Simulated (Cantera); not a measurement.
A Cantera script and its output.

```python
import numpy as np
import cantera as ct

gas = ct.Solution("gri30.yaml")
gas.TPX = 1575, 13332, {'CH4': 0.013, 'H2': 1, 'N2': 0.011}
reactor = ct.IdealGasConstPressureReactor(gas, energy="off", clone=False)
net = ct.ReactorNet([reactor])
net.rtol, net.atol = 1e-08, 1e-18
show = ['CH4', 'H2', 'C2H', 'CH3', 'C2H4']
times = np.geomspace(0.0005, 40, 9)

steps = ct.SolutionArray(gas, extra=["t"])
rows = []
print(f"{'t/s':>10s}{'T/K':>9s}{'P/Pa':>11s}" + "".join(f"{s:>11s}" for s in show))
for t in times:
    while net.time < t:
        t_next = net.step()
        steps.append(gas.state, t=t_next)
    rows.append([np.interp(t, steps.t, y) for y in (steps.T, steps.P, *steps(*show).X.T)])
    print(f"{t:10.3e}{rows[-1][0]:9.1f}{rows[-1][1]:11.4g}" + "".join(f"{x:11.3e}" for x in rows[-1][2:]))
rate = np.gradient(steps.T, steps.t)
print("integrator steps:", len(steps.t))
if steps.T.max() > steps.T[0] + 200:
    print(f"time of steepest temperature rise: {steps.t[rate.argmax()]:.4e} s")
gas.TPX = 1575, 13332, {'CH4': 0.013, 'H2': 1, 'N2': 0.011}
gas.equilibrate("TP")
print(f"equilibrium (TP): T = {gas.T:.1f} K  " + "  ".join(f"{s} {gas[s].X[0]:.3e}" for s in show))
```

Result:

```
       t/s      T/K       P/Pa        CH4         H2        C2H        CH3       C2H4
 5.000e-04   1575.0  1.333e+04  1.269e-02  9.766e-01  1.140e-21  8.669e-07  4.935e-11
 2.050e-03   1575.0  1.333e+04  1.269e-02  9.765e-01  1.896e-18  3.499e-06  3.526e-09
 8.409e-03   1575.0  1.333e+04  1.268e-02  9.765e-01  4.971e-15  1.329e-05  2.760e-07
 3.448e-02   1575.0  1.333e+04  1.264e-02  9.765e-01  2.221e-12  2.767e-05  4.419e-06
 1.414e-01   1575.0  1.333e+04  1.250e-02  9.765e-01  2.402e-11  2.824e-05  6.398e-06
 5.800e-01   1575.0  1.333e+04  1.196e-02  9.768e-01  1.100e-10  2.707e-05  1.069e-05
 2.378e+00   1575.0  1.333e+04  1.017e-02  9.777e-01  3.972e-10  2.316e-05  2.507e-05
 9.754e+00   1575.0  1.333e+04  6.466e-03  9.797e-01  1.004e-09  1.494e-05  5.545e-05
 4.000e+01   1575.0  1.333e+04  3.680e-03  9.811e-01  1.476e-09  8.625e-06  7.892e-05
integrator steps: 606
equilibrium (TP): T = 1575.0 K  CH4 2.925e-03  H2 9.815e-01  C2H 1.120e-09  CH3 6.865e-06  C2H4 5.976e-05
```

Cantera simulation using GRI-Mech 3.0 (53 species, 325 reactions); the numbers are that mechanism's predictions, not measurements. GRI-Mech 3.0 stops at C3 and has no aromatics, soot or wall deposition, so with more carbon than oxygen in the feed, carbon stays in small species such as C2H2 where larger ones or solid carbon would form.
